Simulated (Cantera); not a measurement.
A closed system holds: 1 mol trisilylamine, 2.8 mol N₂, equilibrated at 1900 °C and 38000 Pa.

These are equilibrium values from Cantera (NASA tables, ideal gas, pure condensed phases), not measurements of a reactor. Candidate condensed phases: Si, Si₃N₄; 18 gas species. The feed counts by its element totals alone. The tables' values for SiN are old estimates; treat these amounts as uncertain. Gases not in the tables: Si₂H₆ and higher silanes. Kinetics and transport are ignored.

Base state: H₂ 0.572, N₂ 0.421, H 0.00592, Si 0.000744, SiH 0.000162, SiH₂ 0.000150, Si₂N 5.99e-5, SiN 5.31e-5 (mole fractions); condensed: Si(l).

Problem. What changes in the equilibrium state with this change: temperature from 1900 °C to 950 °C?

Solution. 
| species | before | after |
|---|---|---|
| H₂ | 0.572 | 0.776 |
| N₂ | 0.421 | 0.224 |
| NH₃ | 1.64e-6 | 2.11e-5 |
| H | 0.00592 | 4.31e-7 |
| Si | 0.000744 | <1e-9 |
| SiH | 0.000162 | <1e-9 |
| SiH₂ | 0.000150 | <1e-9 |
| Si₂N | 5.99e-5 | <1e-9 |
| SiN | 5.31e-5 | <1e-9 |
| Si(l), mol | 2.99 | 0 |
| Si₃N₄(s), mol | 0 | 1.00 |
